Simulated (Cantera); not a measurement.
# Low-pressure radical oxidation in H2/O2

An isothermal, constant-pressure homogeneous reactor starts with 3.35 % H2, 18.6 % O2, 78.1 % N2, equivalence ratio 0.090, at 1473 K and 0.0257 atm.

Model: GRI-Mech 3.0 (53 species, 325 reactions), integrated in Cantera. Radical loss at walls, strong at low pressure, is not modelled. The temperature is held fixed by assumption; the heat of reaction is taken as removed at once.

```tsv
t (s)	x H2	x O2	x H2O	x N2O	x NO
0.000100	0.0335	0.186	4.81e-8	<1e-12	<1e-12
0.000228	0.0335	0.186	6.00e-7	<1e-12	<1e-12
0.000518	0.0334	0.186	2.84e-5	1.93e-12	<1e-12
0.00118	0.00907	0.169	0.0181	1.11e-9	7.31e-9
0.00268	0.00139	0.162	0.0264	9.89e-9	1.93e-7
0.00611	0.00134	0.162	0.0268	1.21e-8	6.05e-7
0.0139	0.00123	0.163	0.0275	1.26e-8	1.39e-6
0.0316	0.00102	0.165	0.0288	1.38e-8	2.63e-6
0.0720	0.000665	0.167	0.0307	1.67e-8	3.92e-6
0.164	0.000293	0.170	0.0325	2.28e-8	4.67e-6
0.373	8.49e-5	0.171	0.0334	3.29e-8	4.93e-6
0.848	2.03e-5	0.172	0.0338	4.13e-8	5.03e-6
1.93	5.14e-6	0.172	0.0339	3.83e-8	5.08e-6
4.39	1.61e-6	0.172	0.0340	2.31e-8	5.11e-6
10.0	7.82e-7	0.172	0.0340	1.16e-8	5.13e-6
```
x: mole fraction; the columns are a selection and need not sum to one.

Equilibrium at this temperature and pressure: H2 6.71e-7, O2 0.172, H2O 0.0340, N2O 9.76e-9, NO 0.000975 (gas phase only).
